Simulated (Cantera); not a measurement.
Cantera run:

```python
import numpy as np
import cantera as ct

gas_names = """
    CL CL2 H HCL H2 Si SiCL SiCL2 SiCL3 SiCL4 SiH SiHCL3 SiH2 SiH2CL2 SiH3 SiH3CL SiH4 Si2 Si3
""".split()
cond_names = """
    Si(cr) Si(L)
""".split()


# ... load() reads the species with a 1 bar reference pressure and builds the phases ...
atoms = {
    'SiH2Cl2': {'Si': 1, 'H': 2, 'CL': 2},
    'Cl2': {'CL': 2},
    'H2': {'H': 2},
    'HCl': {'H': 1, 'CL': 1},
}
top_T = {}  # K; cautious upper limits of use, not melting points


# ... equilibrate(T, P, feed) seeds the gas with the atoms and calls Mixture.equilibrate('TP', solver="vcs", rtol=1e-11, max_steps=5000) ...
results = []
feed = {'SiH2Cl2': 1, 'Cl2': 0.0072, 'H2': 780, 'HCl': 4.8}  # mol
P = 66000  # Pa
for T in [1023, 1073, 1123, 1173, 1223, 1273, 1323, 1373, 1423, 1473, 1523, 1573]:
    mix = equilibrate(T, P, feed)
    results.append((T, P, feed, dict(zip(mix.species_names, mix.species_moles))))

top = {s: max(r[3][s] / sum(r[3][g] for g in gas_names) for r in results) for s in gas_names}
cols = sorted((s for s in top if top[s] > 0.0001), key=lambda s: -top[s])[:5]
seen = [c for c in cond_names if any(r[3].get(c, 0) > 1e-12 for r in results)]
print("log10 of partial pressures in bar; condensed amounts in mol")
print(f"{'T/K':>10s}" + "".join(f"{s[:9]:>10s}" for s in cols + seen))
for T, P, feed, n in results:
    ng = sum(n[g] for g in gas_names)
    print(f"{T:10.4g}" + "".join(f"{np.log10(max(n[s] / ng * P / 1e5, 1e-99)):10.3f}" for s in cols)
          + "".join(f"{n.get(c, 0):10.4g}" for c in seen))
```

Output:

```
log10 of partial pressures in bar; condensed amounts in mol
       T/K        H2       HCL    SiHCL3     SiCL4     SiCL2    Si(cr)
      1023    -0.183    -2.513    -3.337    -3.595    -4.839         0
      1073    -0.183    -2.451    -3.413    -3.770    -4.430    0.1393
      1123    -0.184    -2.367    -3.622    -4.040    -4.225     0.412
      1173    -0.184    -2.315    -3.890    -4.388    -4.090    0.6095
      1223    -0.184    -2.288    -4.196    -4.789    -4.006    0.7245
      1273    -0.184    -2.276    -4.514    -5.207    -3.955    0.7814
      1323    -0.184    -2.270    -4.826    -5.617    -3.919    0.8068
      1373    -0.184    -2.268    -5.123    -6.008    -3.893    0.8168
      1423    -0.184    -2.267    -5.403    -6.376    -3.871    0.8193
      1473    -0.184    -2.267    -5.665    -6.721    -3.852    0.8179
      1523    -0.184    -2.267    -5.911    -7.044    -3.836    0.8144
      1573    -0.184    -2.268    -6.142    -7.348    -3.821    0.8093
```

Cantera equilibrium calculation (NASA polynomials, part measured and part estimated; ideal gas, pure solids and liquids). The tables' values for SiCl3 are old estimates; treat these amounts as uncertain.
